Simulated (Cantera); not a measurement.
A counterflow diffusion flame at 0.470 bar, nozzles 20 mm apart: fuel side CO : H2 : CH4 = 1 : 0.63 : 0.59 (molar parts) at 623 K, oxidiser side O2 : N2 = 0.27 : 0.73 (molar parts) at 675 K, fuel mass flux 0.95 times the oxidiser's; mixture-averaged transport, no radiation.

Detailed kinetics in Cantera: GRI-Mech 3.0 (53 species, 325 reactions). GRI-Mech 3.0 has no aromatics or soot, which form on the fuel side of real flames. The maximum strain rate includes the flame's own expansion and is several times the mean.

x: mole fraction; the columns are a selection and need not sum to one.

```tsv
oxidiser flux (kg/m²/s)	max strain (1/s)	mean strain (1/s)	T max (K)	peak x OH	peak x H	peak x NO	peak x CO	peak x C2H2
0.28	516	141	2257	0.0190	0.0159	[?]	0.459	0.0119
0.36	649	182	2236	0.0186	0.0166	[?]	0.460	0.0119
0.45	798	227	2223	0.0184	0.0173	[?]	0.461	0.0120
0.58	1010	293	2206	0.0180	0.0180	[?]	0.461	0.0119
0.73	1250	369	2188	0.0176	0.0185	[?]	0.461	0.0118
0.92	1550	465	2170	0.0171	0.0191	[?]	0.460	0.0116
1.2	1990	606	2150	0.0165	0.0196	[?]	0.460	0.0112
1.5	2460	758	2133	0.0160	0.0200	[?]	0.460	0.0108
1.9	3070	960	2115	0.0155	0.0203	[?]	0.460	0.0102
```

### Question
Some entries are withheld; supply them.

### Answer

- 0.28, peak x NO: 0.000282
- 0.36, peak x NO: 0.000250
- 0.45, peak x NO: 0.000228
- 0.58, peak x NO: 0.000203
- 0.73, peak x NO: 0.000180
- 0.92, peak x NO: 0.000159
- 1.2, peak x NO: 0.000136
- 1.5, peak x NO: 0.000117
- 1.9, peak x NO: 9.89e-5
